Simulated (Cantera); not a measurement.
Charge: 1 mol (CH₃)₂SiCl₂, 0.84 mol C₂H₂, 2.4 mol H₂, equilibrated at 1330 Pa.

Method: chemical equilibrium by Gibbs-energy minimisation in Cantera with the NASA 1993 tables (ideal gas, pure condensed phases). Candidate condensed phases: C, C₆H₆, C₇H₈, C₈H₁₈, Si, SiC; 109 gas species. The feed counts by its element totals alone. The tables' values for SiCl, SiCl₃ are old estimates; treat these amounts as uncertain. Gases not in the tables: Si₂H₆ and higher silanes. The numbers say what is thermodynamically allowed, not how fast it happens.

x: gas mole fraction; n: condensed amount in mol.

```csv
T (°C),x H₂,x HCl,x H,x Si,x Cl,x SiCl₂,x SiC₂,n C(graphite),n SiC(s)
925,0.734,0.261,1.41e-6,<1e-12,4.36e-7,0.000364,<1e-12,2.71,0.969
1025,0.727,0.271,7.91e-6,8.93e-12,2.48e-6,0.000784,<1e-12,2.69,0.985
1125,0.726,0.272,3.49e-5,2.78e-10,1.08e-5,0.00142,<1e-12,2.69,0.986
1225,0.727,0.271,0.000127,5.44e-9,3.81e-5,0.00234,9.35e-12,2.70,0.981
1325,0.727,0.268,0.000393,7.32e-8,0.000115,0.00356,2.81e-10,2.71,0.973
1425,0.728,0.265,0.00107,7.23e-7,0.000303,0.00509,5.60e-9,2.72,0.962
1525,0.729,0.261,0.00260,5.52e-6,0.000713,0.00691,7.96e-8,2.73,0.949
1625,0.728,0.255,0.00578,3.39e-5,0.00153,0.00896,8.50e-7,2.74,0.933
1725,0.725,0.248,0.0118,0.000174,0.00302,0.0111,7.12e-6,2.76,0.915
1825,0.717,0.239,0.0226,0.000759,0.00554,0.0133,4.85e-5,2.77,0.892
1925,0.701,0.227,0.0404,0.00289,0.00952,0.0152,0.000276,2.80,0.851
2025,0.672,(withheld),(withheld),(withheld),(withheld),0.0165,(withheld),2.86,(withheld)
2125,(withheld),(withheld),(withheld),(withheld),(withheld),0.0166,(withheld),3.02,(withheld)
2225,0.537,0.160,0.158,0.0621,0.0333,0.0125,0.0160,3.23,0
```

Question: Some entries are withheld; supply them.

Answer: 
- 2025, x HCl: 0.210
- 2025, x H: 0.0680
- 2025, x Si: 0.00980
- 2025, x Cl: 0.0153
- 2025, x SiC₂: 0.00134
- 2025, n SiC(s): 0.754
- 2125, x H₂: 0.618
- 2125, x HCl: 0.185
- 2125, x H: 0.107
- 2125, x Si: 0.0300
- 2125, x Cl: 0.0230
- 2125, x SiC₂: 0.00572
- 2125, n SiC(s): 0.473
